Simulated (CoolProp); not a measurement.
Vapour pressure (MPa) of methanol: the reference equation beside estimates from Tc = 513.4 K, pc = 8.216 MPa, ω = 0.565.

Computed with CoolProp (reference Helmholtz-energy equation of state, de Reuck 1993).

```csv
T (K),reference,Lee-Kesler,Soave-Redlich-Kwong,Peng-Robinson
253.5,0.001055,0.0006369,0.0006370,0.0007573
276.3,0.004936,0.003620,0.003625,0.004083
299.1,0.01784,0.01496,0.01498,0.01620
322,0.05296,0.04863,0.04861,0.05104
344.8,0.1335,0.1297,0.1296,0.1332
367.6,0.2962,0.2973,0.2976,0.3010
390.4,0.5929,0.6040,0.6069,0.6073
413.2,1.092,1.115,1.126,1.119
436,1.877,1.907,1.937,1.918
458.9,3.054,3.080,3.140,3.108
481.7,4.715,4.745,4.830,4.791
504.5,7.055,7.077,7.129,7.109
```

Absolute difference from the reference over all 12 rows, mean and median: Lee-Kesler 8.4 and 2.0 %, Soave-Redlich-Kwong 9.1 and 3.0 %, Peng-Robinson 5.9 and 2.3 %.
